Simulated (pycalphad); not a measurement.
Phase fractions of Si-4.08C (at.%)

Computed with pycalphad from the COST 507 light-alloy database (1999), at 1 atm. The database dates from 1999; later assessments differ in places, in temperatures and in the compounds included. Amounts are mole fractions of atoms. Kinetics are ignored, which matters at the lower temperatures.

```json
[
 {"T (K)": "2600", "liquid": "0.956", "CSI": "0.044", "diamond (Si)": "-"},
 {"T (K)": "2525", "liquid": "0.944", "CSI": "0.056", "diamond (Si)": "-"},
 {"T (K)": "2450", "liquid": "0.936", "CSI": "0.064", "diamond (Si)": "-"},
 {"T (K)": "2375", "liquid": "0.930", "CSI": "0.070", "diamond (Si)": "-"},
 {"T (K)": "2300", "liquid": "0.926", "CSI": "0.074", "diamond (Si)": "-"},
 {"T (K)": "2225", "liquid": "0.923", "CSI": "0.077", "diamond (Si)": "-"},
 {"T (K)": "2150", "liquid": "0.921", "CSI": "0.079", "diamond (Si)": "-"},
 {"T (K)": "2075", "liquid": "0.920", "CSI": "0.080", "diamond (Si)": "-"},
 {"T (K)": "2000", "liquid": "0.919", "CSI": "0.081", "diamond (Si)": "-"},
 {"T (K)": "1925", "liquid": "0.919", "CSI": "0.081", "diamond (Si)": "-"},
 {"T (K)": "1850", "liquid": "0.919", "CSI": "0.081", "diamond (Si)": "-"},
 {"T (K)": "1775", "liquid": "0.919", "CSI": "0.081", "diamond (Si)": "-"},
 {"T (K)": "1700", "liquid": "0.918", "CSI": "0.082", "diamond (Si)": "-"},
 {"T (K)": "1625", "liquid": "-", "CSI": "0.082", "diamond (Si)": "0.918"},
 {"T (K)": "1550", "liquid": "-", "CSI": "0.082", "diamond (Si)": "0.918"},
 {"T (K)": "1475", "liquid": "-", "CSI": "0.082", "diamond (Si)": "0.918"},
 {"T (K)": "1400", "liquid": "-", "CSI": "0.082", "diamond (Si)": "0.918"},
 {"T (K)": "1325", "liquid": "-", "CSI": "0.082", "diamond (Si)": "0.918"},
 {"T (K)": "1250", "liquid": "-", "CSI": "0.082", "diamond (Si)": "0.918"},
 {"T (K)": "1175", "liquid": "-", "CSI": "0.082", "diamond (Si)": "0.918"},
 {"T (K)": "1100", "liquid": "-", "CSI": "0.082", "diamond (Si)": "0.918"},
 {"T (K)": "1025", "liquid": "-", "CSI": "0.082", "diamond (Si)": "0.918"},
 {"T (K)": "950", "liquid": "-", "CSI": "0.082", "diamond (Si)": "0.918"},
 {"T (K)": "875", "liquid": "-", "CSI": "0.082", "diamond (Si)": "0.918"},
 {"T (K)": "800", "liquid": "-", "CSI": "0.082", "diamond (Si)": "0.918"},
 {"T (K)": "725", "liquid": "-", "CSI": "0.082", "diamond (Si)": "0.918"},
 {"T (K)": "650", "liquid": "-", "CSI": "0.082", "diamond (Si)": "0.918"},
 {"T (K)": "575", "liquid": "-", "CSI": "0.082", "diamond (Si)": "0.918"},
 {"T (K)": "500", "liquid": "-", "CSI": "0.082", "diamond (Si)": "0.918"}
]
```

Database names, with the compositions (at.%) that they take in these runs: CSI: Si 50 C 50.
